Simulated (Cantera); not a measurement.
Feed: 1 mol Cu₂O, 1.1 mol CH₄, 0.062 mol CO, held at 1975 °C and 128 Torr.

Cantera equilibrium calculation (NASA polynomials, part measured and part estimated; ideal gas, pure solids and liquids). Candidate condensed phases: C, C₆H₆, C₇H₈, C₈H₁₈, Cu, CuO, Cu(OH)₂, Cu₂O, H₂O; 113 gas species. Rates play no part.

Base state: H₂ 0.529, CO 0.259, Cu 0.195, H 0.0130, C₂H₂ (acetylene) 0.00175, Cu₂ 0.00169, CH₄ 1.13e-5 (mole fractions); condensed: C(graphite) + Cu(l).

Problem. What changes in the equilibrium state with this change: pressure from 128 Torr to 1500 Torr?

Solution. 
```
species            before     after
----------------  -------  --------
H₂                  0.529     0.657
CO                  0.259     0.319
Cu                  0.195    0.0166
H                  0.0130   0.00421
CH₄               1.13e-5  0.000205
H₂O               1.14e-6   2.05e-5
Cu₂               0.00169  0.000144
CH₃               5.26e-6   2.50e-5
C₂H₂ (acetylene)  0.00175   0.00218
C(graphite), mol   0.0855    0.0847
Cu(l), mol           1.19      1.94
```
